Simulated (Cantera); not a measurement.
A Cantera script and what it prints.

```python
import numpy as np
import cantera as ct

gas_names = [...]  # 151 gases of nasa_gas.yaml made of C, H, N, O, Si
cond_names = """
    C(gr) C6H6(L) C7H8(L) C8H18(L),n-octa H2O(s) H2O(L) Si(cr) Si(L) SiC(b) SiO2(Lqz) SiO2(hqz) SiO2(L)
    Si2N2O(s) Si3N4(a)
""".split()


# ... load() reads the species with a 1 bar reference pressure and builds the phases ...
atoms = {
    'TEOS': {'Si': 1, 'C': 8, 'H': 20, 'O': 4},
    'N2O': {'N': 2, 'O': 1},
}
top_T = {'C(gr)': 4500, 'SiC(b)': 3050, 'Si2N2O(s)': 2100, 'Si3N4(a)': 2400}  # K; cautious upper limits of use, not melting points


# ... equilibrate(T, P, feed) seeds the gas with the atoms and calls Mixture.equilibrate('TP', solver="vcs", rtol=1e-11, max_steps=5000) ...
results = []
feed = {'TEOS': 1, 'N2O': 1.2}  # mol
P = 410  # Pa
for T in [1023, 1048, 1073, 1098, 1123, 1148, 1173, 1198, 1223]:
    mix = equilibrate(T, P, feed)
    results.append((T, P, feed, dict(zip(mix.species_names, mix.species_moles))))

top = {s: max(r[3][s] / sum(r[3][g] for g in gas_names) for r in results) for s in gas_names}
cols = sorted((s for s in top if top[s] > 0.0001), key=lambda s: -top[s])[:5]
seen = [c for c in cond_names if any(r[3].get(c, 0) > 1e-12 for r in results)]
print("log10 of partial pressures in bar; condensed amounts in mol")
print(f"{'T/K':>10s}" + "".join(f"{s[:9]:>10s}" for s in cols + seen))
for T, P, feed, n in results:
    ng = sum(n[g] for g in gas_names)
    print(f"{T:10.4g}" + "".join(f"{np.log10(max(n[s] / ng * P / 1e5, 1e-99)):10.3f}" for s in cols)
          + "".join(f"{n.get(c, 0):10.4g}" for c in seen))
```

Output:

```
log10 of partial pressures in bar; condensed amounts in mol
       T/K        H2        CO        N2       H2O       CH4     C(gr) SiO2(hqz) Si2N2O(s)
      1023    -2.546    -3.041    -3.466    -6.149    -6.216     4.801         1         0
      1048    -2.546    -3.041    -3.466    -6.315    -6.325     4.801         1         0
      1073    -2.546    -3.041    -3.466    -6.472    -6.429       4.8         1         0
      1098    -2.546    -3.041    -3.466    -6.623    -6.528       4.8         1         0
      1123    -2.546    -3.041    -3.466    -6.767    -6.624       4.8         1         0
      1148    -2.546    -3.040    -3.466    -6.904    -6.715       4.8         1         0
      1173    -2.546    -3.040    -3.466    -7.036    -6.802       4.8         1         0
      1198    -2.546    -3.040    -3.466    -7.162    -6.886       4.8         1         0
      1223    -2.565    -2.942    -3.626    -7.205    -7.006     3.805    0.3368    0.3316
```

Cantera equilibrium calculation (NASA polynomials, part measured and part estimated; ideal gas, pure solids and liquids). The feed counts by its element totals alone. Mutual solubility and eutectic melting of coexisting phases are not modelled. The tables hold silica as quartz up to 1696 K and as liquid above; real silica turns to tridymite and cristobalite and melts near 1996 K.
